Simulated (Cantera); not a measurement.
Charge: 1 mol NF3, 0.33 mol SO2, 3.8 mol N2, equilibrated at 2.90 mbar.

Cantera equilibrium calculation (NASA polynomials, part measured and part estimated; ideal gas, pure solids and liquids). Candidate condensed phases: S; 35 gas species. Kinetics and transport are ignored. All values below are at 2575 K.

Base state: N2 0.542, F 0.379, O 0.0286, SO 0.0208, S 0.0108, SO2 0.00977, O2 0.00550, NO 0.00351 (mole fractions); condensed: gas only.

What changes in the equilibrium state with this change: NF3 replaced by NH3?


| species | before | after |
|---|---|---|
| N2 | 0.542 | 0.615 |
| H | 0 | 0.191 |
| H2 | 0 | 0.0879 |
| F | 0.379 | 0 |
| H2O | 0 | 0.0251 |
| OH | 0 | 0.0123 |
| S | 0.0108 | 0.0183 |
| O | 0.0286 | 0.0173 |
| SO | 0.0208 | 0.0214 |
| SH | 0 | 0.000943 |
| SF | 0.000185 | 0 |
| H2S | 0 | 1.37e-5 |
Further candidate phases: H2O, H2SO4.

What changes in the equilibrium state with this change: pressure from 2.90 mbar to 0.100 bar?


| species | before | after |
|---|---|---|
| N2 | 0.542 | 0.557 |
| F | 0.379 | 0.388 |
| SO2 | 0.00977 | 0.0289 |
| O | 0.0286 | 0.00432 |
| S | 0.0108 | 0.00117 |
| SO | 0.0208 | 0.0118 |
| SOF2 | 6.07e-8 | 4.29e-5 |
| SF2 | 1.65e-6 | 0.000224 |
| SF | 0.000185 | 0.000708 |
| S2 | 9.50e-5 | 3.86e-5 |
| O2 | 0.00550 | 0.00434 |
The tables' values for SOF2 are old estimates; treat these amounts as uncertain.
